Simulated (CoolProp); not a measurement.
Properties of sulfur dioxide along the isobar 36.4 bar (Tc = 430.6 K, pc = 78.87 bar, ω = 0.256).

Values from CoolProp's reference Helmholtz-energy equation of state, Gao 2016.

```
T (K)  phase  density (kg/m³)  expansivity (1/kK)
-----  -----  ---------------  ------------------
425.9    gas            81.54               4.843
433.5    gas            78.71               4.480
441.1    gas            76.16               4.180
448.8    gas            73.83               3.925
456.4    gas            71.72               3.709
464      gas            69.78               3.522
471.6    gas            67.98               3.358
479.3    gas            66.28               3.210
486.9    gas            64.71               3.081
494.5    gas            63.24               2.964
502.1    gas            61.86               2.858
509.8    gas            60.54               2.760
517.4    gas            59.30               2.672
525      gas            58.13               2.590
```
